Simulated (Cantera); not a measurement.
Cantera run, input and output.

```python
import numpy as np
import cantera as ct

gas = ct.Solution("gri30.yaml")
gas.TPX = 1325, 680000, {'CO': 0.016, 'O2': 0.055, 'H2O': 0.095, 'N2': 1}
inlet = ct.Reservoir(gas, clone=True)

reactor = ct.IdealGasConstPressureReactor(gas, energy="off", clone=False)
exhaust = ct.Reservoir(gas, clone=True)
tau = [22, 3.9, 0.67, 0.12, 0.021, 0.0036, 0.00063, 0.00011][0]
for a, b in ((inlet, reactor), (reactor, exhaust)):
    ct.MassFlowController(a, b, mdot=lambda t: reactor.mass / tau)
net = ct.ReactorNet([reactor])
show = ['CO', 'O2', 'H2O', 'NO', 'H2O2', 'HO2']

rows = []
print(f"{'tau/s':>10s}{'T/K':>9s}" + "".join(f"{s:>11s}" for s in show))
for tau in [22, 3.9, 0.67, 0.12, 0.021, 0.0036, 0.00063, 0.00011]:
    net.initial_time = 0.0
    net.advance(30 * tau)
    before = gas.X
    net.advance(40 * tau)
    drift = np.max(np.abs(gas.X - before) / (gas.X + 1e-9))
    rows.append([gas.T, *gas[show].X, drift])
    print(f"{tau:10.3e}{gas.T:9.1f}" + "".join(f"{x:11.3e}" for x in gas[show].X))
```

Output:

```
     tau/s      T/K         CO         O2        H2O         NO       H2O2        HO2
 2.200e+01   1325.0  5.172e-06  4.059e-02  8.203e-02  2.585e-08  4.216e-09  4.979e-08
 3.900e+00   1325.0  2.275e-05  4.060e-02  8.203e-02  1.476e-08  7.327e-09  1.576e-07
 6.700e-01   1325.0  1.005e-04  4.063e-02  8.203e-02  1.241e-08  1.523e-08  6.366e-07
 1.200e-01   1325.0  4.212e-04  4.079e-02  8.201e-02  1.343e-08  4.243e-08  2.488e-06
 2.100e-02   1325.0  1.541e-03  4.132e-02  8.194e-02  1.267e-08  1.748e-07  7.955e-06
 3.600e-03   1325.0  4.469e-03  4.273e-02  8.177e-02  7.345e-09  6.563e-07  1.876e-05
 6.300e-04   1325.0  9.201e-03  4.501e-02  8.152e-02  2.412e-09  1.471e-06  3.084e-05
 1.100e-04   1325.0  1.269e-02  4.667e-02  8.141e-02  3.425e-10  1.651e-06  3.343e-05
```

Cantera simulation using GRI-Mech 3.0 (53 species, 325 reactions); the numbers are that mechanism's predictions, not measurements.
